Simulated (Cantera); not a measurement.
Charge: 1 mol Si, 0.0021 mol H2O, 100 mol H2, equilibrated at 1025 K and 0.0100 bar.

Cantera equilibrium calculation (NASA polynomials, part measured and part estimated; ideal gas, pure solids and liquids). Candidate condensed phases: H2O, Si, SiO2; 18 gas species. Mutual solubility and eutectic melting of coexisting phases are not modelled. Kinetics and transport are ignored.

Base state: H2 1.00 (mole fractions); condensed: Si(s) + SiO2(β-quartz).

Q: What changes in the equilibrium state with this change: temperature from 1025 K to 2175 K?

A: 
```tsv
species	before	after
H2	1.00	0.943
H	4.36e-8	0.0474
Si	<1e-9	0.00907
SiH	<1e-9	0.000409
SiH2	<1e-9	7.85e-5
Si2	<1e-9	4.34e-5
SiO	1.44e-7	2.03e-5
Si(s), mol	0.999	0
SiO2(β-quartz), mol	0.00104	0
```
Gases not in the tables: Si2H6 and higher silanes.
